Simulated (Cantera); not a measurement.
A freely propagating, adiabatic, planar premixed flame of CH4 : O2 : N2 = 1 : 1.82 : 6.84 (molar parts), equivalence ratio 1.1, unburnt at 323 K and 1.10 bar; mixture-averaged transport, grid criteria slope 0.08 and curve 0.16, no radiation.

Cantera simulation using GRI-Mech 3.0 (53 species, 325 reactions); the numbers are that mechanism's predictions, not measurements. Burning velocities carry a grid error of a few per cent, more on coarse grids.

Question: How do the results move with these cheaper or finer settings: unity-Lewis-number transport; multicomponent transport; multicomponent+Soret transport; grid criteria slope 0.5, curve 1; grid criteria slope 0.25, curve 0.5; grid criteria slope 0.03, curve 0.06?

Answer: 
```json
[
 {"setting": "as above", "laminar burning velocity": "42.3 cm/s", "thermal thickness": "0.393 mm", "peak x(O)": "0.00225", "peak x(C2H2)": "0.000227", "grid points": "150"},
 {"setting": "unity-Lewis-number transport", "laminar burning velocity": "29.2 cm/s", "thermal thickness": "0.491 mm", "peak x(O)": "0.00261", "peak x(C2H2)": "0.000175", "grid points": "143"},
 {"setting": "multicomponent transport", "laminar burning velocity": "42.4 cm/s", "thermal thickness": "0.400 mm", "peak x(O)": "0.00225", "peak x(C2H2)": "0.000232", "grid points": "151"},
 {"setting": "multicomponent+Soret transport", "laminar burning velocity": "42.0 cm/s", "thermal thickness": "0.399 mm", "peak x(O)": "0.00232", "peak x(C2H2)": "0.000213", "grid points": "150"},
 {"setting": "grid criteria slope 0.5, curve 1", "laminar burning velocity": "46.3 cm/s", "thermal thickness": "0.428 mm", "peak x(O)": "0.00235", "peak x(C2H2)": "0.000220", "grid points": "42"},
 {"setting": "grid criteria slope 0.25, curve 0.5", "laminar burning velocity": "43.4 cm/s", "thermal thickness": "0.408 mm", "peak x(O)": "0.00227", "peak x(C2H2)": "0.000225", "grid points": "65"},
 {"setting": "grid criteria slope 0.03, curve 0.06", "laminar burning velocity": "41.7 cm/s", "thermal thickness": "0.392 mm", "peak x(O)": "0.00222", "peak x(C2H2)": "0.000228", "grid points": "356"}
]
```
The base run took about 9 core-seconds (a rough figure).
Unity Lewis numbers drop preferential diffusion, which matters most where H2 and H carry the flame; Soret adds thermal diffusion.
